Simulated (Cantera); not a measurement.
An adiabatic, constant-pressure homogeneous reactor starts with H2 : O2 : N2 = 1 : 0.526 : 4.58 (molar parts), equivalence ratio 0.95, at 1373 K and 4.10 bar. Integrator tolerance rtol = 1e-08.

Detailed kinetics in Cantera: GRI-Mech 3.0 (53 species, 325 reactions). The hydrogen kinetics of GRI-Mech 3.0 are dated; newer H2 mechanisms differ, most at raised pressure.

Question: What does this change do: pressure from 4.10 bar to 1.01 bar?

Answer: 
```csv
quantity,before,after
time of steepest temperature rise,9.64 µs,36.3 µs
temperature at 2.00 s,2457 K,2423 K
equilibrium temperature,2457 K,2423 K
x(H2) at 2.00 s,0.00585 (gas-phase equilibrium 0.00585),0.00871 (gas-phase equilibrium 0.00871)
x(O2) at 2.00 s,0.00478 (gas-phase equilibrium 0.00478),0.00583 (gas-phase equilibrium 0.00583)
x(NO) at 2.00 s,0.00327 (gas-phase equilibrium 0.00327),0.00339 (gas-phase equilibrium 0.00339)
x(H2O) at 2.00 s,0.169 (gas-phase equilibrium 0.169),0.165 (gas-phase equilibrium 0.165)
x(NO2) at 2.00 s,9.28e-7 (gas-phase equilibrium 9.28e-7),5.48e-7 (gas-phase equilibrium 5.48e-7)
x(N2O) at 2.00 s,3.73e-7 (gas-phase equilibrium 3.73e-7),1.92e-7 (gas-phase equilibrium 1.92e-7)
x(HO2) at 2.00 s,1.38e-6 (gas-phase equilibrium 1.38e-6),1.02e-6 (gas-phase equilibrium 1.02e-6)
```

Question: What does this change do: O2 0.526 to 1.6 parts?

Answer: 
| quantity | before | after |
|---|---|---|
| time of steepest temperature rise | 9.64 µs | 5.41 µs |
| temperature at 2.00 s | 2457 K | 2292 K |
| equilibrium temperature | 2457 K | 2292 K |
| x(H2) at 2.00 s | 0.00585 (gas-phase equilibrium 0.00585) | 0.000363 (gas-phase equilibrium 0.000363) |
| x(O2) at 2.00 s | 0.00478 (gas-phase equilibrium 0.00478) | 0.156 (gas-phase equilibrium 0.156) |
| x(NO) at 2.00 s | 0.00327 (gas-phase equilibrium 0.00327) | 0.0124 (gas-phase equilibrium 0.0124) |
| x(H2O) at 2.00 s | 0.169 (gas-phase equilibrium 0.169) | 0.146 (gas-phase equilibrium 0.146) |
| x(NO2) at 2.00 s | 9.28e-7 (gas-phase equilibrium 9.28e-7) | 2.44e-5 (gas-phase equilibrium 2.44e-5) |
| x(N2O) at 2.00 s | 3.73e-7 (gas-phase equilibrium 3.73e-7) | 1.29e-6 (gas-phase equilibrium 1.29e-6) |
| x(HO2) at 2.00 s | 1.38e-6 (gas-phase equilibrium 1.38e-6) | 1.09e-5 (gas-phase equilibrium 1.09e-5) |

Question: What does this change do: initial temperature 1373 to 1625 K?

Answer: 
```
quantity                                                            before                                    after
---------------------------------  ---------------------------------------  ---------------------------------------
time of steepest temperature rise                                  9.64 µs                                  4.01 µs
temperature at 2.00 s                                               2457 K                                   2627 K
equilibrium temperature                                             2457 K                                   2627 K
x(H2) at 2.00 s                    0.00585 (gas-phase equilibrium 0.00585)    0.0111 (gas-phase equilibrium 0.0111)
x(O2) at 2.00 s                    0.00478 (gas-phase equilibrium 0.00478)  0.00587 (gas-phase equilibrium 0.00587)
x(NO) at 2.00 s                    0.00327 (gas-phase equilibrium 0.00327)  0.00483 (gas-phase equilibrium 0.00483)
x(H2O) at 2.00 s                       0.169 (gas-phase equilibrium 0.169)      0.161 (gas-phase equilibrium 0.161)
x(NO2) at 2.00 s                   9.28e-7 (gas-phase equilibrium 9.28e-7)  1.28e-6 (gas-phase equilibrium 1.28e-6)
x(N2O) at 2.00 s                   3.73e-7 (gas-phase equilibrium 3.73e-7)  5.50e-7 (gas-phase equilibrium 5.50e-7)
x(HO2) at 2.00 s                   1.38e-6 (gas-phase equilibrium 1.38e-6)  2.41e-6 (gas-phase equilibrium 2.41e-6)
```
